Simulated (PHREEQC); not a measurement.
Solution (25 °C): 0.073 mol HF and 0.23 mol KF per kg of water. Closed to the air; pH follows from the charge balance.

The numbers come from PHREEQC with the ion-association model, phreeqc.dat.

| quantity | before | after |
|---|---|---|
| pH | 3.68 | 3.92 |
| HF (mol/kgw) | 0.0414 | 0.0338 |
| HF2- (mol/kgw) | 0.0313 | 0.0390 |

### Question
Which change was made?
A) diluted 100-fold with water
B) KF replaced by KCl at the same molality
C) KF from 0.23 to 0.345 mol/kgw
D) HF left out

### Answer
C, KF from 0.23 to 0.345 mol/kgw

This is a speciation only: nothing precipitates in the calculation.
